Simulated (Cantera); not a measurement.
Input: 1 mol B₂O₃, 9.5 mol H₂, at 1275 °C and 72.0 Pa.

Method: chemical equilibrium by Gibbs-energy minimisation in Cantera with the NASA 1993 tables (ideal gas, pure condensed phases). Candidate condensed phases: B, B₂O₃, B₃O₃H₃, H₂O; 23 gas species. Rates play no part.

Base state: H₂ 0.872, B₂O₃ 0.0594, HBO₂ 0.0349, HBO 0.0258, B₂O₂ 0.00502, H 0.00107, H₂O 0.000860, BO 0.000774 (mole fractions); condensed: gas only.

Q: What changes in the equilibrium state with this change: B₂O₃ replaced by BF₃?

A: 
```csv
species,before,after
H₂,0.872,0.882
BF₃,0,0.0753
HF,0,0.0231
B₂O₃,0.0594,0
HBO₂,0.0349,0
HBO,0.0258,0
BF₂,0,0.0117
B₂O₂,0.00502,0
BF,0,0.00422
BHF₂,0,0.00297
```
The tables' values for BF₂ are old estimates; treat these amounts as uncertain.

Q: What changes in the equilibrium state with this change: temperature from 1275 °C to 1825 °C?

A: 
```json
[
 {"species": "H₂", "before": "0.872", "after": "0.741"},
 {"species": "H", "before": "0.00107", "after": "0.0988"},
 {"species": "HBO₂", "before": "0.0349", "after": "0.0496"},
 {"species": "BO", "before": "0.000774", "after": "0.0443"},
 {"species": "H₂O", "before": "0.000860", "after": "0.0113"},
 {"species": "B₂O₃", "before": "0.0594", "after": "0.0264"},
 {"species": "HBO", "before": "0.0258", "after": "0.0251"},
 {"species": "O", "before": "<1e-9", "after": "1.69e-5"},
 {"species": "OH", "before": "3.54e-8", "after": "0.000178"},
 {"species": "BO₂", "before": "1.77e-6", "after": "0.000945"},
 {"species": "B₂O₂", "before": "0.00502", "after": "0.00201"}
]
```
